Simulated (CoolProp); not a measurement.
Vapour-liquid equilibrium of acetone (1) + p-xylene (2) at 292.4 K; x and y are mole fractions of (1).

The numbers come from the multi-fluid Helmholtz-energy mixture model, Lemmon 2006 and Zhou 2012; pair parameters Bell 2016 in CoolProp.

```
x     bubble pressure (bar)  y at the bubble point  dew pressure at overall composition x (bar)  liquid density (mol/L)
----  ---------------------  ---------------------  -------------------------------------------  ----------------------
0.05                0.03671                  0.781                                     0.008835                   8.289
0.15                0.07868                  0.906                                     0.009860                   8.655
0.25                 0.1077                  0.936                                      0.01116                   9.053
0.35                 0.1291                  0.951                                      0.01284                   9.486
0.45                 0.1463                  0.960                                      0.01513                   9.958
0.55                 0.1615                  0.967                                      0.01840                   10.48
0.65                 0.1762                  0.974                                      0.02348                   11.05
0.75                 0.1916                  0.981                                      0.03241                   11.68
0.85                 0.2085                  0.988                                      0.05218                   12.39
0.95                 0.2277                  0.996                                       0.1275                   13.19
```

No azeotrope shows between x = 0.05 and 0.95.

Pair parameters are fitted to limited data, so mixtures are less certain than the pure fluids. With so large a gap from Raoult's law the liquid may split in two, which this calculation doesn't test in full.
